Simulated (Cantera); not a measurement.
Charge: 1 mol SiO₂, 1.2 mol C, 9.9 mol N₂, at 0.308 Torr.

Equilibrium computed with Cantera from the NASA thermochemical tables; the gas is ideal and each condensed phase is pure. Candidate condensed phases: C, Si, SiC, SiO₂, Si₂N₂O, Si₃N₄; 34 gas species. N₂ is the only nitrogen source here; it is nearly inert below about 1500 K, so the nitride shown seldom forms there in practice. Mutual solubility and eutectic melting of coexisting phases are not modelled. The tables hold silica as quartz up to 1696 K and as liquid above; real silica turns to tridymite and cristobalite and melts near 1996 K. Kinetics and transport are ignored.

Q: What share of the Si ends up in condensed phases as a function of T (K), at 973, 1048, 1123, 1198, 1273, 1348, 1423, 1498, 1573, 1648, 1723, 1798, 1873, 1948?

A: 
```tsv
T (K)	Si condensed (%)	as
973	100.0	SiO₂(β-quartz) + Si₂N₂O(s)
1048	100.0	SiO₂(β-quartz) + Si₂N₂O(s)
1123	100.0	SiO₂(β-quartz) + Si₂N₂O(s)
1198	100.0	SiO₂(β-quartz) + Si₂N₂O(s)
1273	99.9	SiO₂(β-quartz) + Si₂N₂O(s)
1348	99.1	SiO₂(β-quartz) + Si₂N₂O(s)
1423	90.7	SiO₂(β-quartz) + Si₂N₂O(s)
1498	40.0	Si₂N₂O(s)
1573	40.0	Si₂N₂O(s)
1648	9.9	SiC(s)
1723	9.7	SiC(s)
1798	8.6	SiC(s)
1873	5.2	SiC(s)
1948	0.0	-
```
